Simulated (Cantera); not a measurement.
An adiabatic, constant-pressure homogeneous reactor starts with CH3OH : O2 : N2 = 1 : 0.75 : 2.82 (molar parts), at 1398 K and 500000 Pa.

Model: GRI-Mech 3.0 (53 species, 325 reactions), integrated in Cantera. GRI-Mech 3.0 was tuned for natural gas; its chemistry of methanol as a main component is partial and can be far from experiment.

One state of this run: T (K) = 2545; x CH3OH = <1e-12; x O2 = 3.47e-5; x CH2O = 3.27e-8; x NO = 0.000251; x OH = 0.00186; x O = 4.77e-5; x HCO = 4.27e-7. x: mole fraction; the columns are a selection and need not sum to one.

Problem. Which value of t (s) does it belong to?
(A) 5.85e-5
(B) 1.00e-6
(C) 0.200
(D) 5.09e-6

Solution. C, 0.200
